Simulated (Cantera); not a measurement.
Cantera run:

```python
import numpy as np
import cantera as ct

gas_names = [...]  # 151 gases of nasa_gas.yaml made of C, H, N, O, Si
cond_names = """
    C(gr) C6H6(L) C7H8(L) C8H18(L),n-octa H2O(s) H2O(L) Si(cr) Si(L) SiC(b) SiO2(Lqz) SiO2(hqz) SiO2(L)
    Si2N2O(s) Si3N4(a)
""".split()


# ... load() reads the species with a 1 bar reference pressure and builds the phases ...
atoms = {
    'Si3N4': {'Si': 3, 'N': 4},
    'CO2': {'C': 1, 'O': 2},
    'N2': {'N': 2},
    'H2O': {'H': 2, 'O': 1},
}
top_T = {'C(gr)': 4500, 'SiC(b)': 3050, 'Si2N2O(s)': 2100, 'Si3N4(a)': 2400}  # K; cautious upper limits of use, not melting points


# ... equilibrate(T, P, feed) seeds the gas with the atoms and calls Mixture.equilibrate('TP', solver="vcs", rtol=1e-11, max_steps=5000) ...
results = []
feed = {'Si3N4': 1, 'CO2': 0.25, 'N2': 6.7, 'H2O': 0.026}  # mol
P = 4900  # Pa
for T in [1275, 1325, 1375, 1425, 1475, 1525, 1575, 1625]:
    mix = equilibrate(T, P, feed)
    results.append((T, P, feed, dict(zip(mix.species_names, mix.species_moles))))
    x = sorted(zip(gas.X, gas.species_names), reverse=True)
    print(f"T = {T:g} K  P = {P:g} Pa  gas = {mix.phase_moles(0):.4g} mol")
    print("   x: " + "  ".join(f"{s} {v:.3e}" for v, s in x if v > 0.001))
    print("   condensed (mol): " + ("  ".join(f"{mix.phase(i).name} {mix.phase_moles(i):.4g}"
          for i in range(1, mix.n_phases) if mix.phase_moles(i) > 1e-12) or "none"))
```

Output:

```
T = 1275 K  P = 4900 Pa  gas = 6.901 mol
   x: N2 9.962e-01  H2 3.762e-03
   condensed (mol): C(gr) 0.2499  Si2N2O(s) 0.526  Si3N4(a) 0.6494
T = 1325 K  P = 4900 Pa  gas = 6.901 mol
   x: N2 9.962e-01  H2 3.759e-03
   condensed (mol): C(gr) 0.2497  Si2N2O(s) 0.5259  Si3N4(a) 0.6494
T = 1375 K  P = 4900 Pa  gas = 6.902 mol
   x: N2 9.962e-01  H2 3.754e-03
   condensed (mol): C(gr) 0.2494  Si2N2O(s) 0.5256  Si3N4(a) 0.6496
T = 1425 K  P = 4900 Pa  gas = 6.902 mol
   x: N2 9.960e-01  H2 3.747e-03
   condensed (mol): C(gr) 0.2486  Si2N2O(s) 0.5248  Si3N4(a) 0.6501
T = 1475 K  P = 4900 Pa  gas = 7.068 mol
   x: N2 9.959e-01  H2 3.651e-03
   condensed (mol): SiC(b) 0.2468  Si2N2O(s) 0.5232  Si3N4(a) 0.5689
T = 1525 K  P = 4900 Pa  gas = 7.068 mol
   x: N2 9.957e-01  H2 3.653e-03
   condensed (mol): SiC(b) 0.2454  Si2N2O(s) 0.5217  Si3N4(a) 0.5704
T = 1575 K  P = 4900 Pa  gas = 7.068 mol
   x: N2 9.954e-01  H2 3.652e-03
   condensed (mol): SiC(b) 0.2434  Si2N2O(s) 0.5196  Si3N4(a) 0.5724
T = 1625 K  P = 4900 Pa  gas = 7.068 mol
   x: N2 9.950e-01  H2 3.650e-03  CO 1.275e-03
   condensed (mol): SiC(b) 0.2407  Si2N2O(s) 0.5166  Si3N4(a) 0.5752
```

Equilibrium computed with Cantera from the NASA thermochemical tables; the gas is ideal and each condensed phase is pure. Mutual solubility and eutectic melting of coexisting phases are not modelled.
